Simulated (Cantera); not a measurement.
A Cantera script and its output.

```python
import numpy as np
import cantera as ct

gas = ct.Solution("gri30.yaml")
gas.TPX = 675, 101325, {'H2': 1, 'O2': 0.521, 'N2': 5.73, 'NO': 0.017}
inlet = ct.Reservoir(gas, clone=True)
gas.equilibrate("HP")  # start burning
reactor = ct.IdealGasConstPressureReactor(gas, energy="on", clone=False)
exhaust = ct.Reservoir(gas, clone=True)
tau = [0.46, 0.22, 0.1, 0.049, 0.023, 0.011, 0.0052, 0.0025, 0.0012, 0.00056, 0.00026, 0.00012, 5.9e-05][0]
for a, b in ((inlet, reactor), (reactor, exhaust)):
    ct.MassFlowController(a, b, mdot=lambda t: reactor.mass / tau)
net = ct.ReactorNet([reactor])
show = ['H2', 'O2', 'NO', 'N2', 'H2O2']

rows = []
print(f"{'tau/s':>10s}{'T/K':>9s}" + "".join(f"{s:>11s}" for s in show))
for tau in [0.46, 0.22, 0.1, 0.049, 0.023, 0.011, 0.0052, 0.0025, 0.0012, 0.00056, 0.00026, 0.00012, 5.9e-05]:
    net.initial_time = 0.0
    net.advance(30 * tau)
    before = gas.X
    net.advance(40 * tau)
    drift = np.max(np.abs(gas.X - before) / (gas.X + 1e-9))
    rows.append([gas.T, *gas[show].X, drift])
    print(f"{tau:10.3e}{gas.T:9.1f}" + "".join(f"{x:11.3e}" for x in gas[show].X))
```

Result:

```
     tau/s      T/K         H2         O2         NO         N2       H2O2
 4.600e-01   1704.7  7.912e-04  3.489e-03  2.219e-03  8.463e-01  4.224e-08
 2.200e-01   1700.6  1.202e-03  3.664e-03  2.208e-03  8.460e-01  6.003e-08
 1.000e-01   1694.1  1.843e-03  3.938e-03  2.216e-03  8.456e-01  8.643e-08
 4.900e-02   1685.4  2.653e-03  4.292e-03  2.241e-03  8.451e-01  1.194e-07
 2.300e-02   1672.4  3.799e-03  4.812e-03  2.282e-03  8.442e-01  1.681e-07
 1.100e-02   1654.5  5.234e-03  5.500e-03  2.328e-03  8.431e-01  2.358e-07
 5.200e-03   1629.5  7.026e-03  6.421e-03  2.372e-03  8.415e-01  3.364e-07
 2.500e-03   1596.6  9.095e-03  7.576e-03  2.407e-03  8.394e-01  4.833e-07
 1.200e-03   1553.3  1.147e-02  9.037e-03  2.430e-03  8.367e-01  7.049e-07
 5.600e-04   1495.1  1.432e-02  1.097e-02  2.442e-03  8.330e-01  1.045e-06
 2.600e-04   1420.9  1.807e-02  1.364e-02  2.441e-03  8.284e-01  1.495e-06
 1.200e-04   1325.8  2.505e-02  1.808e-02  2.431e-03  8.226e-01  1.925e-06
 5.900e-05   1182.6  4.781e-02  2.962e-02  2.409e-03  8.145e-01  2.039e-06
```

Computed with Cantera and GRI-Mech 3.0 (53 species, 325 reactions). The mechanism lacks 2 NO + O2 → 2 NO2 and HONO, so NO2 and the effect of NO are under-described below about 1400 K.
